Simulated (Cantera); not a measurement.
**Reactions in the system C-N-O-Ta**

Cantera with NASA thermochemical tables; ideal gases at 1 bar, condensed phases pure. Values are per mole of reaction as written; species without (g) are pure solids or liquids, kept so even where they would boil at 1 bar. TaC: taken at fixed stoichiometry.

2 CO(g) + N2(g) + 2 Ta → 2 NO(g) + 2 TaC

```json
[
 {"T (K)": "2100", "ΔH° (kJ)": "142.5", "ΔS° (J/K)": "-140.7", "ΔG° (kJ)": "437.9", "log10 K": "-10.89"},
 {"T (K)": "2200", "ΔH° (kJ)": "144.6", "ΔS° (J/K)": "-139.7", "ΔG° (kJ)": "451.9", "log10 K": "-10.73"},
 {"T (K)": "2300", "ΔH° (kJ)": "146.8", "ΔS° (J/K)": "-138.7", "ΔG° (kJ)": "465.8", "log10 K": "-10.58"},
 {"T (K)": "2400", "ΔH° (kJ)": "149.0", "ΔS° (J/K)": "-137.8", "ΔG° (kJ)": "479.6", "log10 K": "-10.44"},
 {"T (K)": "2500", "ΔH° (kJ)": "151.2", "ΔS° (J/K)": "-136.9", "ΔG° (kJ)": "493.4", "log10 K": "-10.31"},
 {"T (K)": "2600", "ΔH° (kJ)": "153.3", "ΔS° (J/K)": "-136.0", "ΔG° (kJ)": "507.0", "log10 K": "-10.19"},
 {"T (K)": "2700", "ΔH° (kJ)": "155.4", "ΔS° (J/K)": "-135.2", "ΔG° (kJ)": "520.6", "log10 K": "-10.07"},
 {"T (K)": "2800", "ΔH° (kJ)": "157.5", "ΔS° (J/K)": "-134.5", "ΔG° (kJ)": "534.1", "log10 K": "-9.96"}
]
```
